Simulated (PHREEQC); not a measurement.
## Nickel, zinc or cadmium bath (model solution)

Dissolve 0.031 mol/kgw NiSO4, 0.0004 mol/kgw NaOH and 0.12 mol/kgw H2SO4 at 82 °C. Closed to the air; pH follows from the charge balance.

The numbers come from PHREEQC with the ion-association model, wateq4f.dat.

Precipitation was switched off in this run.

Problem. Predict the pH, ionic strength.

Solution. pH 1.09; ionic strength 0.193 mol/kgw.

Problem. In which forms is Ni present?

Solution. Ni+2 83 %, NiSO4 17 % of the Ni.

Constants without temperature data keep their 25 °C values here.
